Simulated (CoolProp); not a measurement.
Propane along the isotherm 250.6 K: density (kg/m³) from the reference equation and from simpler models built on Tc = 369.9 K, pc = 4.251 MPa, ω = 0.152; each cubic takes its own stable root.

Computed with CoolProp (reference Helmholtz-energy equation of state, Lemmon 2009).

| p (MPa) | phase | reference | van der Waals | Redlich-Kwong |
|---|---|---|---|---|
| 1.33 | liquid | 559.2 | 356.6 | 518.9 |
| 2.66 | liquid | 561.1 | 360.7 | 522.0 |
| 3.99 | liquid | 562.9 | 364.3 | 525.1 |
| 5.31 | liquid | 564.6 | 367.5 | 527.9 |
| 6.64 | liquid | 566.3 | 370.5 | 530.6 |
| 7.97 | liquid | 568.0 | 373.3 | ___ |
| 9.3 | liquid | 569.6 | 375.9 | 535.7 |
| 10.6 | liquid | 571.1 | 378.2 | 538.0 |
| 12 | liquid | 572.8 | 380.6 | 540.4 |
| 13.3 | liquid | 574.2 | 382.6 | 542.6 |
| 14.6 | liquid | 575.7 | 384.6 | 544.6 |
| 15.9 | liquid | ___ | 386.4 | ___ |
| 17.3 | liquid | 578.5 | 388.3 | 548.7 |
| 18.6 | liquid | 579.9 | 390.0 | 550.6 |
| 19.9 | liquid | 581.2 | 391.6 | 552.4 |
| 21.3 | liquid | ___ | 393.2 | 554.2 |

**Question.** Some entries are withheld; supply them.

**Answer.** 
- 7.97, Redlich-Kwong: 533.2
- 15.9, reference: 577.1
- 15.9, Redlich-Kwong: 546.6
- 21.3, reference: 582.6
